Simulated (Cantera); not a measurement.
Charge: 1 mol SiH4, 0.38 mol H2O, 0.18 mol H2, at 1330 Pa.

Cantera equilibrium calculation (NASA polynomials, part measured and part estimated; ideal gas, pure solids and liquids). Candidate condensed phases: H2O, Si, SiO2; 18 gas species. Gases not in the tables: Si2H6 and higher silanes. The numbers say what is thermodynamically allowed, not how fast it happens.

At 1798 K, list the 6 most abundant gas species with their mole fractions, and the condensed phases.

H2 0.868, SiO 0.129, H 0.00284, Si 0.000231, SiH 2.86e-5, SiH2 2.56e-5. Condensed: Si(l).
